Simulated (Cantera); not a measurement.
A perfectly stirred reactor is fed with H2 : O2 : N2 = 1 : 0.51 : 1.92 (molar parts), equivalence ratio 0.98, at 0.987 atm; it is adiabatic with a 525 K inlet, and is followed from long to short residence time, starting on the burning branch (τ in s: 0.11, 0.049, 0.022, 0.0099, 0.0044, 0.002, 0.00088, 0.0004, 0.00018, 7.9e-05, 3.6e-05, 1.6e-05).

Cantera simulation using the H2/O2 subset of GRI-Mech 3.0, which has no nitrogen chemistry; the numbers are that mechanism's predictions, not measurements.

x: mole fraction; the columns are a selection and need not sum to one.

```
τ (s)    T (K)    x H2     x O2  x H2O   x H2O2      x H      x O
-------  -----  ------  -------  -----  -------  -------  -------
0.11      2483  0.0182  0.00971  0.311  2.09e-7  0.00330  0.00138
0.049     2479  0.0185  0.00987  0.310  2.09e-7  0.00344  0.00143
0.022     2470  0.0193   0.0102  0.309  2.09e-7  0.00375  0.00153
0.0099    2450  0.0209   0.0109  0.306  2.10e-7  0.00441  0.00176
0.0044    2412  0.0238   0.0122  0.301  2.16e-7  0.00583  0.00225
0.0020    2350     ___      ___  0.292      ___      ___      ___
0.00088   2253  0.0340   0.0171  0.281  2.82e-7   0.0135  0.00468
0.00040   2132  0.0397   0.0205  0.267  3.82e-7   0.0208  0.00672
0.00018   1987  0.0450   0.0245  0.253  6.00e-7   0.0310  0.00914
7.9e-5     ___     ___      ___  0.239      ___      ___      ___
3.6e-5    1647  0.0555   0.0356  0.223  2.23e-6   0.0573   0.0129
1.6e-5    1449  0.0750   0.0488  0.197  4.35e-6   0.0648   0.0117
```

Q: Some entries are withheld; supply them.

A: 
- 0.0020, x H2: 0.0282
- 0.0020, x O2: 0.0142
- 0.0020, x H2O2: 2.34e-7
- 0.0020, x H: 0.00854
- 0.0020, x O: 0.00315
- 7.9e-5, T (K): 1819
- 7.9e-5, x H2: 0.0497
- 7.9e-5, x O2: 0.0293
- 7.9e-5, x H2O2: 1.12e-6
- 7.9e-5, x H: 0.0441
- 7.9e-5, x O: 0.0115
